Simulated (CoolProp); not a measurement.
CH3F (R41) along the isotherm 151.85 °C: fugacity coefficient from the reference equation and from simpler models built on Tc = 44.1 °C, pc = 5.906 MPa, ω = 0.200; each cubic takes its own stable root.

Values from CoolProp's reference Helmholtz-energy equation of state, Lemmon 2006. It is a short technical equation, of lower accuracy than the large ones.

```csv
p (MPa),phase,reference,van der Waals,Redlich-Kwong,Soave-Redlich-Kwong
6.56,supercritical,0.8504,0.8480,0.8543,0.8792
13.1,supercritical,0.7298,0.7129,0.7352,0.7823
19.7,supercritical,0.6383,0.6215,0.6506,0.7132
26.2,supercritical,0.5769,0.5757,0.5998,0.6710
32.8,supercritical,0.5367,0.5555,0.5704,0.6472
39.4,supercritical,0.5114,0.5515,0.5553,0.6367
45.9,supercritical,0.4962,0.5583,0.5498,0.6355
52.5,supercritical,0.4878,0.5735,0.5512,0.6414
59.1,supercritical,0.4846,0.5958,0.5580,0.6529
```
